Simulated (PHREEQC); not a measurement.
Make-up at 25 °C: 0.18 mol/kgw HCl and 0.0032 mol/kgw Al2(SO4)3. Closed to the air; pH follows from the charge balance.

Equilibrium calculation in PHREEQC: ion-association model, wateq4f.dat.

Each row changes one thing in this solution. This is a speciation only: nothing precipitates in the calculation.

| case | pH | ionic strength (mol/kgw) |
|---|---|---|
| as made | 0.86 | 0.207 |
| diluted 5-fold with water | 1.52 | 0.0418 |
| Al2(SO4)3 from 0.0032 to 0.00032 mol/kgw | 0.84 | 0.183 |
| HCl from 0.18 to 0.018 mol/kgw | 1.87 | 0.0369 |
| Al2(SO4)3 from 0.0032 to 0.0048 mol/kgw | 0.87 | 0.218 |
| Al2(SO4)3 left out | 0.84 | 0.180 |
| temperature from 25 to 85 °C | 0.88 | 0.207 |

Species that the database lacks are ignored. Away from 25 °C the constants follow the database's enthalpies or fits; those with neither stay at their 25 °C values.
